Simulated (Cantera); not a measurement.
An adiabatic, constant-volume homogeneous reactor starts with CH₄ : CO : O₂ : N₂ : CO₂ = 1 : 0.076 : 2.04 : 7.66 : 0.031 (molar parts), equivalence ratio 1.00, at 1575 K and 9.00 bar.

Model: GRI-Mech 3.0 (53 species, 325 reactions), integrated in Cantera. Above 3000 K some thermodynamic fits are extrapolated.

x: mole fraction; the columns are a selection and need not sum to one.

| t (s) | T (K) | P (bar) | x CH₄ | x CO | x O₂ | x NO₂ | x HO₂ | x H₂O₂ | x CH₂ |
|---|---|---|---|---|---|---|---|---|---|
| 6.00e-6 | 1575 | 9.00 | 0.0925 | 0.00703 | 0.189 | <1e-12 | (withheld) | 2.49e-7 | 5.60e-11 |
| 1.23e-5 | 1575 | 9.00 | 0.0924 | 0.00703 | 0.189 | <1e-12 | (withheld) | 3.75e-7 | 3.68e-10 |
| 2.54e-5 | 1577 | 9.01 | 0.0919 | 0.00704 | 0.188 | <1e-12 | (withheld) | 6.38e-7 | 1.86e-9 |
| 5.22e-5 | 1587 | 9.07 | 0.0898 | 0.00729 | 0.187 | <1e-12 | (withheld) | 2.06e-6 | 8.21e-9 |
| 0.000107 | 3133 | 18.7 | <1e-12 | 0.0447 | 0.0217 | 2.64e-6 | (withheld) | 1.96e-6 | 1.06e-12 |
| 0.000221 | 3112 | 18.5 | <1e-12 | 0.0455 | 0.0178 | 9.72e-6 | 2.03e-5 | 1.72e-6 | 1.03e-12 |
| 0.000455 | 3112 | 18.5 | <1e-12 | 0.0455 | 0.0177 | 9.81e-6 | 2.03e-5 | 1.72e-6 | 1.03e-12 |
| 0.000935 | 3112 | 18.5 | <1e-12 | 0.0455 | 0.0177 | 9.81e-6 | 2.03e-5 | 1.72e-6 | 1.03e-12 |
| 0.00192 | 3112 | 18.5 | <1e-12 | 0.0455 | 0.0177 | 9.81e-6 | 2.03e-5 | 1.72e-6 | 1.03e-12 |
| 0.00396 | 3112 | 18.5 | <1e-12 | 0.0455 | 0.0177 | 9.81e-6 | 2.03e-5 | 1.72e-6 | 1.03e-12 |
| 0.00814 | 3112 | 18.5 | <1e-12 | 0.0455 | 0.0177 | 9.81e-6 | 2.03e-5 | 1.72e-6 | 1.03e-12 |
| 0.0168 | 3112 | 18.5 | <1e-12 | 0.0455 | 0.0177 | 9.81e-6 | 2.03e-5 | 1.72e-6 | 1.03e-12 |
| 0.0345 | 3112 | 18.5 | <1e-12 | 0.0455 | 0.0177 | 9.81e-6 | 2.03e-5 | 1.72e-6 | 1.03e-12 |
| 0.0709 | 3112 | 18.5 | <1e-12 | 0.0455 | 0.0177 | 9.81e-6 | 2.03e-5 | 1.72e-6 | 1.03e-12 |
| 0.146 | 3112 | 18.5 | <1e-12 | 0.0455 | 0.0177 | 9.81e-6 | 2.03e-5 | 1.72e-6 | 1.03e-12 |
| 0.300 | 3112 | 18.5 | <1e-12 | 0.0455 | 0.0177 | 9.81e-6 | 2.03e-5 | 1.72e-6 | 1.03e-12 |

Task: Fill in the missing entries.

Result: 
- 6.00e-6, x HO₂: 6.17e-6
- 1.23e-5, x HO₂: 8.76e-6
- 2.54e-5, x HO₂: 1.41e-5
- 5.22e-5, x HO₂: 3.71e-5
- 0.000107, x HO₂: 2.44e-5
